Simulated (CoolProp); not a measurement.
Saturation properties of R227EA (Tc = 101.8 °C, pc = 2.925 MPa, ω = 0.358).

Values from CoolProp's reference Helmholtz-energy equation of state, Lemmon 2016.

```csv
T (°C),p (MPa),vapour density (kg/m³),liquid cp (kJ/(kg K))
-91.15,0.0007354,0.08273,0.9637
-75.35,0.003047,0.3162,0.9847
-59.65,0.009754,0.9430,1.007
-43.85,0.02594,2.358,1.031
-28.15,0.05906,5.102,1.057
-12.35,0.1200,9.962,1.087
3.45,0.2218,17.91,1.122
19.15,0.3787,30.18,1.164
34.95,0.6099,48.76,1.216
50.65,0.9318,76.33,1.287
66.45,1.370,118.6,1.400
```

It boils at -16.3 °C under 1 atm.
